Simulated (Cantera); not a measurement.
A jet of 1.30 % H2, 19.9 % O2, 78.8 % N2 at 300 K and 0.0661 atm hits a platinum plate 2.3 cm away at a mass flux of 0.051 kg/m²/s; the plate temperature is set and raised in steps from an oxygen-covered start.

Cantera simulation using Deutschmann's 1995 Pt surface mechanism with GRI-Mech 3.0 gas chemistry; the numbers are that mechanism's predictions, not measurements. Catalytic surfaces can have several steady states; this one follows from the mechanism file's or the stated starting coverage.

One state of this run: wall x H2 = 0.00308; wall x O2 = 0.189; wall x H2O = 0.0188; wall x OH = <1e-8; θ free Pt = 0.0377; θ O* = 0.961; θ OH* = 0.00137. x: mole fraction at the wall; θ: surface coverage.

Task: Which value of plate T (K) does it belong to?
A. 750
B. 600
C. 650
D. 700

Result: D, 700
